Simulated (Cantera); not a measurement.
Feed: 1 mol ZrN, 1.6 mol H2, at 2200 °C and 7.70 bar.

Method: chemical equilibrium by Gibbs-energy minimisation in Cantera with the NASA 1993 tables (ideal gas, pure condensed phases). Candidate condensed phases: Zr, ZrN; 11 gas species. ZrN: taken at fixed stoichiometry. Equilibrium is a limit: real reactors are often held back by kinetics, nucleation or transport.

Base state: H2 0.992, H 0.00800 (mole fractions); condensed: ZrN(s).

Task: What changes in the equilibrium state with this change: 0.028 mol NH3 added?

Result: 
```json
[
 {"species": "H2", "before": "0.992", "after": "0.984"},
 {"species": "N2", "before": "2.02e-7", "after": "0.00842"},
 {"species": "H", "before": "0.00800", "after": "0.00797"},
 {"species": "ZrN(s), mol", "before": "1.000", "after": "1.00"}
]
```
